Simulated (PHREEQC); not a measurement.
Solution (25 °C): 0.0085 mol/kgw HCl, 0.041 mol/kgw Al2(SO4)3 and 0.058 mol/kgw MnSO4. Closed to the air; pH follows from the charge balance.

All values are PHREEQC results (ion-association model, phreeqc.dat), not measurements.

This is a speciation only: nothing precipitates in the calculation.

Task: Order these Mn species by the share of Mn that they hold, largest first: MnCl+, Mn+2, MnSO4.

Result: Mn+2 (57 %), MnSO4 (42 %), MnCl+ (0.56 %)

The pH is 2.57 and the ionic strength 0.250 mol/kgw.
